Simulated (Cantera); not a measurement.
Input: 1 mol B2O3, 76 mol H2, 0.23 mol H2O, at 1000 Pa.

These are equilibrium values from Cantera (NASA tables, ideal gas, pure condensed phases), not measurements of a reactor. Candidate condensed phases: B, B2O3, B3O3H3, H2O; 23 gas species. Kinetics and transport are ignored.

### Question
What share of the B ends up in condensed phases as a function of T (K), at 900, 975, 1050, 1125, 1200, 1275, 1350, 1425, 1500?

### Answer
| T (K) | B condensed (%) | as |
|---|---|---|
| 900 | 100.0 | B2O3(l) |
| 975 | 100.0 | B2O3(l) |
| 1050 | 99.8 | B2O3(l) |
| 1125 | 99.4 | B2O3(l) |
| 1200 | 98.3 | B2O3(l) |
| 1275 | 95.4 | B2O3(l) |
| 1350 | 89.3 | B2O3(l) |
| 1425 | 75.6 | B2O3(l) |
| 1500 | 36.4 | B2O3(l) |
